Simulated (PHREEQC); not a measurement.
0.5 g of hydrous ferric oxide (600 m²/g; 0.2 weak and 0.005 strong sites per Fe, Dzombak-Morel constants, diffuse double layer) in 1 kg of water with 0.01 mol/kgw of an inert sodium salt and 2.3e-06 mol SrCl2, at 25 °C; the pH is set by adding NaOH or the inert anion's acid. Oxygen alone is held at its pressure in air (log pO2 = -0.68). No CO2 enters from the air. No solid was allowed to form.

Model: ion-association model, wateq4f.dat, run in PHREEQC.

Question: Predict Sr sorbed (%), surface charge σ (C/m²) at pH = 7.5, 8.5.

Answer: 
```tsv
pH	Sr sorbed (%)	surface charge σ (C/m²)
7.5	9.8	0.008
8.5	87.9	-0.005
```

Species that the database lacks are ignored.
